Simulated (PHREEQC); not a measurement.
# Phosphoric acid bath: an equilibrium model

A solution holds 0.13 mol NaH2PO4, 0.00057 mol HNO3 and 0.0032 mol ZnSO4 per kg of water, at 6.2 °C. Closed to the air; pH follows from the charge balance.

Equilibrium calculation in PHREEQC: ion-association model, wateq4f.dat.

Precipitation was switched off in this run.

**Question.** Estimate the pH, ionic strength.

**Answer.** pH 4.18; ionic strength 0.141 mol/kgw.

**Question.** In which forms is Zn present?

**Answer.** Zn+2 94 %, ZnSO4 5.8 % of the Zn.

H3PO4, which wateq4f.dat lacks, is added to it with the constant of phreeqc.dat. Constants without temperature data keep their 25 °C values here. The database has no phosphate complexes of Zn.
